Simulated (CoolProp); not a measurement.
A simple Rankine cycle with propylene: condensing at 308.15 K, boiler at 3.7 MPa, turbine inlet 357.9 K, turbine efficiency 0.8, pump efficiency 0.6, no recuperator. Each further row changes one setting.

Model: reference Helmholtz-energy equation of state, Lemmon 2013, in CoolProp.

| case | thermal efficiency (%) | net work (kJ/kg) | heat in (kJ/kg) | turbine exit temperature (K) | volume ratio over the turbine |
|---|---|---|---|---|---|
| as stated | 7.3 | 24.1 | 331 | 308.1 | ? |
| turbine inlet 377.9 K | ? | 31.2 | 393 | 331.2 | 2.64 |
| condensing temperature 300.15 K | ? | 30.3 | ? | 300.2 | 3.46 |
| boiler pressure 2.59 MPa | 5.3 | 20.3 | 381 | 330.8 | 1.80 |
| turbine efficiency 0.7 | 6.1 | 20.1 | 331 | 308.1 | 2.87 |

**Question.** Complete the blanks.

**Answer.** 
- as stated, volume ratio over the turbine: 2.84
- turbine inlet 377.9 K, thermal efficiency (%): 8.0
- condensing temperature 300.15 K, thermal efficiency (%): 8.6
- condensing temperature 300.15 K, heat in (kJ/kg): 352

The expansion ends wet for: as stated; condensing temperature 300.15 K; turbine efficiency 0.7.
